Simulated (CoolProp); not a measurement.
Properties of ammonia at several states.

Values from CoolProp's reference Helmholtz-energy equation of state, Gao 2020.

```
T (K)  p (bar)          phase  cp (kJ/(kg K))  cv (kJ/(kg K))  isothermal compressibility (1/MPa)  conductivity (mW/(m K))  fugacity coefficient
-----  -------  -------------  --------------  --------------  ----------------------------------  -----------------------  --------------------
670       16.3            gas           2.811           2.296                              0.6180                     77.2                0.9926
265.5     4.98         liquid           4.570           2.851                            0.001003                      583                0.6085
677.4      448  supercritical           3.923           2.545                             0.02292                      124                0.8492
692.2      438  supercritical           3.837           2.550                             0.02340                      121                0.8667
```

Thermal conductivity comes from a separate model (Tufeu 1984).
